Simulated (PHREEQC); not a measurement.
A solution holds 0.055 mol HNO3, 0.015 mol AlCl3 and 0.22 mol MnSO4 per kg of water, at 25 °C. Closed to the air; pH follows from the charge balance.

The numbers come from PHREEQC with the ion-association model, phreeqc.dat.

This is a speciation only: nothing precipitates in the calculation.

Predict the pH, ionic strength, density.

pH 1.81; ionic strength 0.514 mol/kgw; density 1.031 g/cm³.

In which forms is Mn present?

Mn+2 59 %, MnSO4 39 %, MnCl+ 2.3 % of the Mn.

Species that the database lacks are ignored.
